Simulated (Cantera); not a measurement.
An adiabatic, constant-volume homogeneous reactor starts with H₂ : O₂ : N₂ : H₂O = 1 : 0.676 : 2.54 : 0.3 (molar parts), at 1623 K and 285 Torr. Integrator tolerance rtol = 1e-08.

Computed with Cantera and GRI-Mech 3.0 (53 species, 325 reactions).

Problem. What does this change do: initial temperature 1623 to 1425 K?

Solution. 
```json
[
 {"quantity": "time of steepest temperature rise", "before": "25.1 µs", "after": "47.5 µs"},
 {"quantity": "temperature at 6.00 s", "before": "2753 K", "after": "2706 K"},
 {"quantity": "equilibrium temperature", "before": "2753 K", "after": "2706 K"},
 {"quantity": "x(H₂) at 6.00 s", "before": "0.0301 (gas-phase equilibrium 0.0301)", "after": "0.0249 (gas-phase equilibrium 0.0249)"},
 {"quantity": "x(O₂) at 6.00 s", "before": "0.0397 (gas-phase equilibrium 0.0397)", "after": "0.0392 (gas-phase equilibrium 0.0392)"},
 {"quantity": "x(H₂O) at 6.00 s", "before": "0.255 (gas-phase equilibrium 0.255)", "after": "0.267 (gas-phase equilibrium 0.267)"},
 {"quantity": "x(OH) at 6.00 s", "before": "0.0355 (gas-phase equilibrium 0.0355)", "after": "0.0312 (gas-phase equilibrium 0.0312)"},
 {"quantity": "x(NO) at 6.00 s", "before": "0.0131 (gas-phase equilibrium 0.0131)", "after": "0.0122 (gas-phase equilibrium 0.0122)"},
 {"quantity": "x(H) at 6.00 s", "before": "0.0156 (gas-phase equilibrium 0.0156)", "after": "0.0113 (gas-phase equilibrium 0.0113)"},
 {"quantity": "x(N₂O) at 6.00 s", "before": "4.94e-7 (gas-phase equilibrium 4.94e-7)", "after": "4.86e-7 (gas-phase equilibrium 4.86e-7)"}
]
```

Problem. What does this change do: pressure from 285 Torr to 7500 Torr?

Solution. 
```tsv
quantity	before	after
time of steepest temperature rise	25.1 µs	1.10 µs
temperature at 6.00 s	2753 K	3017 K
equilibrium temperature	2753 K	3017 K
x(H₂) at 6.00 s	0.0301 (gas-phase equilibrium 0.0301)	0.0176 (gas-phase equilibrium 0.0176)
x(O₂) at 6.00 s	0.0397 (gas-phase equilibrium 0.0397)	0.0343 (gas-phase equilibrium 0.0343)
x(H₂O) at 6.00 s	0.255 (gas-phase equilibrium 0.255)	0.281 (gas-phase equilibrium 0.281)
x(OH) at 6.00 s	0.0355 (gas-phase equilibrium 0.0355)	0.0290 (gas-phase equilibrium 0.0290)
x(NO) at 6.00 s	0.0131 (gas-phase equilibrium 0.0131)	0.0174 (gas-phase equilibrium 0.0174)
x(H) at 6.00 s	0.0156 (gas-phase equilibrium 0.0156)	0.00541 (gas-phase equilibrium 0.00541)
x(N₂O) at 6.00 s	4.94e-7 (gas-phase equilibrium 4.94e-7)	3.56e-6 (gas-phase equilibrium 3.56e-6)
```
The hydrogen kinetics of GRI-Mech 3.0 are dated; newer H2 mechanisms differ, most at raised pressure. Above 3000 K some thermodynamic fits are extrapolated.
